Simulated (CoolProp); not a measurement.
The fluid at 338.71 K and 0.966 MPa (stagnation) flows isentropically through a choked orifice. The same conditions are run with several fluids, on thermodynamics alone (safety and materials aside).

Model: reference Helmholtz-energy equation of state of each fluid (C3F8 (R218): Lemmon 2006; ethylene: Smukala 2000; methane: Setzmann 1991; CH3F (R41): Lemmon 2006; hydrogen chloride: Thol 2018), in CoolProp.

Task: Rank C3F8 (R218), ethylene, methane, CH3F (R41), hydrogen chloride by throat to inlet pressure ratio, highest first.

Result: C3F8 (R218) (0.611), ethylene (0.558), CH3F (R41) (0.550), methane (0.544), hydrogen chloride (0.530)

```tsv
fluid	mass flux (kg/(m² s))	throat temperature (K)
C3F8 (R218)	5090	327.6
ethylene	2030	303.0
methane	1550	294.3
CH3F (R41)	2280	296.7
hydrogen chloride	2420	282.6
```
